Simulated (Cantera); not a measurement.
A Cantera script and what it prints.

```python
import numpy as np
import cantera as ct

gas_names = """
    C CO CO2 C2 C2O C3 C3O2 C4 C5 Cu CuO Cu2 O O2 O3
""".split()
cond_names = """
    C(gr) Cu(cr) Cu(L) CuO(s) Cu2O(s) Cu2O(L)
""".split()


def load(file, names, dense=False):
    # The tables refer to 1 bar. Condensed volumes are neglected.
    table = {s.name: s for s in ct.Species.list_from_file(file)}
    out = []
    for n in names:
        d = dict(table[n].input_data)
        d["thermo"] = dict(d["thermo"], **{"reference-pressure": 1e5})
        if dense:
            d["equation-of-state"] = {"model": "constant-volume", "density": "1e6 g/cm^3"}
        out.append(ct.Species.from_dict(d))
    return out


gas = ct.Solution(thermo="ideal-gas", species=load("nasa_gas.yaml", gas_names))
cond = {s.name: ct.Solution(thermo="fixed-stoichiometry", species=[s], name=s.name)
        for s in load("nasa_condensed.yaml", cond_names, dense=True)}
atoms = {
    'CuO': {'Cu': 1, 'O': 1},
    'CO': {'C': 1, 'O': 1},
}
top_T = {'C(gr)': 4500, 'CuO(s)': 1390}  # K; cautious upper limits of use, not melting points


def equilibrate(T, P, feed):
    n = {}
    for name, mol in feed.items():
        for a, k in atoms[name].items():
            n[a] = n.get(a, 0.0) + k * mol
    gas.TPX = T, P, n
    mass = sum(n.values()) * gas.mean_molecular_weight
    gas.equilibrate("TP")
    valid = [c for c in cond.values() if c.min_temp <= T <= top_T.get(c.name, c.max_temp)]
    mix = ct.Mixture([(gas, mass / gas.mean_molecular_weight)] + [(c, 0.0) for c in valid])
    mix.T, mix.P = T, P
    mix.equilibrate("TP", solver="vcs", rtol=1e-11, max_steps=5000)
    return mix


results = []
feed = {'CuO': 1, 'CO': 1.2}  # mol
P = 4200  # Pa
for T in [1350, 1375, 1400, 1425, 1450, 1475, 1500, 1525, 1550, 1575, 1600]:
    mix = equilibrate(T, P, feed)
    results.append((T, P, feed, dict(zip(mix.species_names, mix.species_moles))))

top = {s: max(r[3][s] / sum(r[3][g] for g in gas_names) for r in results) for s in gas_names}
cols = sorted((s for s in top if top[s] > 0.001), key=lambda s: -top[s])[:7]
seen = [c for c in cond_names if any(r[3].get(c, 0) > 1e-12 for r in results)]
print("log10 of partial pressures in bar; condensed amounts in mol")
print(f"{'T/K':>10s}" + "".join(f"{s[:9]:>10s}" for s in cols + seen))
for T, P, feed, n in results:
    ng = sum(n[g] for g in gas_names)
    print(f"{T:10.4g}" + "".join(f"{np.log10(max(n[s] / ng * P / 1e5, 1e-99)):10.3f}" for s in cols)
          + "".join(f"{n.get(c, 0):10.4g}" for c in seen))
```

Result:

```
log10 of partial pressures in bar; condensed amounts in mol
       T/K       CO2        CO    Cu(cr)     Cu(L)
      1350    -1.456    -2.155         1         0
      1375    -1.456    -2.155         0         1
      1400    -1.456    -2.155         0         1
      1425    -1.456    -2.155         0    0.9999
      1450    -1.456    -2.155         0    0.9999
      1475    -1.456    -2.155         0    0.9998
      1500    -1.456    -2.155         0    0.9998
      1525    -1.456    -2.155         0    0.9996
      1550    -1.456    -2.155         0    0.9995
      1575    -1.456    -2.155         0    0.9992
      1600    -1.456    -2.155         0    0.9989
```

These are equilibrium values from Cantera (NASA tables, ideal gas, pure condensed phases), not measurements of a reactor.
